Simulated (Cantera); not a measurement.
Feed: 1 mol FeS2, 180 mol H2, equilibrated at 2.40 bar.

These are equilibrium values from Cantera (NASA tables, ideal gas, pure condensed phases), not measurements of a reactor. Candidate condensed phases: Fe, FeS, FeS2, S; 8 gas species. Metal and sulfide melt together well below either melting point, which pure phases cannot show. Mutual solubility and eutectic melting of coexisting phases are not modelled. FeS: taken at fixed stoichiometry. The numbers say what is thermodynamically allowed, not how fast it happens.

Problem. Which condensed phases are stable at each of these points (T (°C)): 700, 775, 850, 925, 1000, 1075, 1150, 1225, 1300, 1375, 1450, 1525, 1600?

Solution. 
| T (°C) | condensed phases | Fe condensed (%) |
|---|---|---|
| 700 | FeS(s) | 100.0 |
| 775 | FeS(s) | 100.0 |
| 850 | FeS(s) | 100.0 |
| 925 | FeS(s) | 100.0 |
| 1000 | Fe(γ) + FeS(s) | 100.0 |
| 1075 | Fe(γ) + FeS(s) | 100.0 |
| 1150 | Fe(γ) | 100.0 |
| 1225 | Fe(γ) | 100.0 |
| 1300 | Fe(γ) | 100.0 |
| 1375 | Fe(γ) | 100.0 |
| 1450 | Fe(δ) | 99.9 |
| 1525 | Fe(δ) | 99.8 |
| 1600 | Fe(l) | 99.4 |

From 700 °C to 925 °C the condensed part is FeS(s). From 1000 °C to 1075 °C the condensed part is Fe(γ) + FeS(s). From 1150 °C to 1375 °C the condensed part is Fe(γ). From 1450 °C to 1525 °C the condensed part is Fe(δ). At 1600 °C the condensed part is Fe(l).
